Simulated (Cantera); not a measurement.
Input: 1 mol FeS, 0.12 mol H₂S, 2 mol N₂, at 1125 °C and 0.0100 bar.

Cantera equilibrium calculation (NASA polynomials, part measured and part estimated; ideal gas, pure solids and liquids). Candidate condensed phases: Fe, FeS, FeS₂, S; 16 gas species. FeS: taken at fixed stoichiometry. Rates play no part.

Problem. What is the equilibrium state?

Solution. 
```json
{
  "x(N₂)": "0.920",
  "x(H₂)": "0.0501",
  "x(S₂)": "0.0250",
  "x(H₂S)": "0.00488",
  "x(SH)": "0.000371",
  "x(S)": "1.81e-5",
  "x(H)": "1.06e-5",
  "n(FeS(s))": "1.00 mol",
  "gas_amount": "2.175 mol",
  "log10 activity of Fe(γ) (absent)": "-0.95",
  "log10 activity of S(l) (absent)": "-2.90"
}
```
